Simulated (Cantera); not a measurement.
Input: 1 mol MgCO₃, 1.5 mol CO₂, 0.037 mol C, equilibrated at 1100 °C and 1.80 mbar.

Cantera equilibrium calculation (NASA polynomials, part measured and part estimated; ideal gas, pure solids and liquids). Candidate condensed phases: C, Mg, MgCO₃, MgO; 15 gas species. Rates play no part.

Base state: CO₂ 0.971, CO 0.0292 (mole fractions); condensed: MgO(s).

**Question.** What changes in the equilibrium state with this change: C from 0.037 to 0.0076 mol?

**Answer.** 
```json
[
 {"species": "CO₂", "before": "0.971", "after": "0.994"},
 {"species": "CO", "before": "0.0292", "after": "0.00607"},
 {"species": "MgO(s), mol", "before": "1.00", "after": "1.00"}
]
```

**Question.** What changes in the equilibrium state with this change: C from 0.037 to 2 mol?

**Answer.** 
```csv
species,before,after
CO,0.0292,0.889
CO₂,0.971,0.111
"MgO(s), mol",1.00,1.00
```

**Question.** What changes in the equilibrium state with this change: temperature from 1100 °C to 1502 °C?

**Answer.** 
```
species       before     after
-----------  -------  --------
CO₂            0.971     0.950
CO            0.0292    0.0428
O₂           2.29e-7   0.00684
O            6.95e-9  0.000187
MgO(s), mol     1.00     1.000
```
